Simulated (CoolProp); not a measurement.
Properties of octamethylcyclotetrasiloxane (D4) along the isotherm 232.15 °C (Tc = 313.4 °C, pc = 1.347 MPa, ω = 0.598).

Computed with CoolProp (reference Helmholtz-energy equation of state, Thol 2015).

```
p (MPa)   phase  cv (kJ/(kg K))  speed of sound (m/s)
-------  ------  --------------  --------------------
0.306       gas           1.801                 100.0
0.612    liquid           1.846                 316.1
0.919    liquid           1.845                 325.0
1.22     liquid           1.844                 333.3
1.53     liquid           1.844                 341.5
1.84     liquid           1.843                 349.4
2.14     liquid           1.843                 356.7
2.45     liquid           1.842                 363.9
2.76     liquid           1.841                 371.0
3.06     liquid           1.841                 377.5
3.37     liquid           1.841                 384.1
```
